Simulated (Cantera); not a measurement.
Feed: 1 mol CO2, 1.5 mol H2, 36 mol N2, held at 3750 Torr.

These are equilibrium values from Cantera (NASA tables, ideal gas, pure condensed phases), not measurements of a reactor. Candidate condensed phases: C, C6H6, C7H8, C8H18, H2O; 169 gas species. Ions and electrons are included (thermal ionisation). Kinetics and transport are ignored.

At 3500 K, list the 5 most abundant gas species with their mole fractions, and the condensed phases.

N2 0.905, H 0.0317, CO 0.0242, H2 0.0144, O 0.00659. Condensed: gas only.
